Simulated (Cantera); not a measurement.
An adiabatic, constant-volume homogeneous reactor starts with 5.17 % CH₃OH, 19.9 % O₂, 74.9 % N₂, equivalence ratio 0.39, at 1225 K and 7.01 atm.

Computed with Cantera and GRI-Mech 3.0 (53 species, 325 reactions). GRI-Mech 3.0 was tuned for natural gas; its chemistry of methanol as a main component is partial and can be far from experiment.

Problem. Predict: time of steepest temperature rise; temperature at 0.100 s; equilibrium temperature; x(O₂) at 0.100 s; x(H) at 0.100 s; x(NO) at 0.100 s.

Solution. 
* **time of steepest temperature rise**: 1.52 ms
* **temperature at 0.100 s**: 2308 K
* **equilibrium temperature**: 2307 K
* **x(O₂) at 0.100 s**: 0.112 (gas-phase equilibrium 0.112)
* **x(H) at 0.100 s**: 3.60e-5 (gas-phase equilibrium 3.60e-5)
* **x(NO) at 0.100 s**: 0.0112 (gas-phase equilibrium 0.0112)
